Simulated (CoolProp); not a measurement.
Methanol at 327.75 K and 0.0167 MPa flows at 2.6 m/s in a round tube of 4.6 mm bore and 0.25 µm roughness, fully developed (64/Re and Nu = 3.66 if laminar; Colebrook and Gnielinski if turbulent). Each further row changes one setting.

Model: reference Helmholtz-energy equation of state, de Reuck 1993, in CoolProp.

```
case              Reynolds number  Darcy friction factor  pressure drop (Pa/m)  heat-transfer coefficient (W/(m² K))  mass flow (kg/h)
----------------  ---------------  ---------------------  --------------------  ------------------------------------  ----------------
as stated              (withheld)                  0.287            (withheld)                                  14.1        (withheld)
velocity 5.2 m/s              446                  0.143            (withheld)                                  14.1        (withheld)
diameter 9.2 mm               446                  0.143            (withheld)                                  7.07             0.123
```

**Question.** Fill in the missing entries.

**Answer.** 
- as stated, Reynolds number: 223
- as stated, pressure drop (Pa/m): 41.7
- as stated, mass flow (kg/h): 0.0307
- velocity 5.2 m/s, pressure drop (Pa/m): 83.4
- velocity 5.2 m/s, mass flow (kg/h): 0.0615
- diameter 9.2 mm, pressure drop (Pa/m): 10.4

Viscosity comes from a separate model (Xiang 2006). Thermal conductivity comes from a separate model (Sykioti 2013).
